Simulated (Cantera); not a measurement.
What does this Cantera script print?

```python
import numpy as np
import cantera as ct

gas = ct.Solution("gri30.yaml")


def delay(T, t_max=10):
    gas.TPX = T, 230000, {'CO': 1, 'H2': 0.061, 'CH4': 0.69, 'O2': 1.06, 'N2': 3.99}
    reactor = ct.IdealGasConstPressureReactor(gas, clone=False)
    net = ct.ReactorNet([reactor])
    net.rtol, net.atol = 1e-8, 1e-16
    while net.time < t_max:
        t_old, T_old = net.time, reactor.T
        net.step()
        if reactor.T > T + 400:  # ignition: a rise of 400 K
            return t_old + (T + 400 - T_old) / (reactor.T - T_old) * (net.time - t_old)
    return np.nan


taus = []
for T in [1175, 1225, 1275, 1325, 1375, 1425]:
    taus.append(delay(T))
    print(f"T0 = {T:6g} K   tau = {taus[-1]:.4e} s")
```

It prints:

```
T0 =   1175 K   tau = 2.6772e-02 s
T0 =   1225 K   tau = 1.4257e-02 s
T0 =   1275 K   tau = 7.6789e-03 s
T0 =   1325 K   tau = 4.2000e-03 s
T0 =   1375 K   tau = 2.3420e-03 s
T0 =   1425 K   tau = 1.3369e-03 s
```

Computed with Cantera and GRI-Mech 3.0 (53 species, 325 reactions).
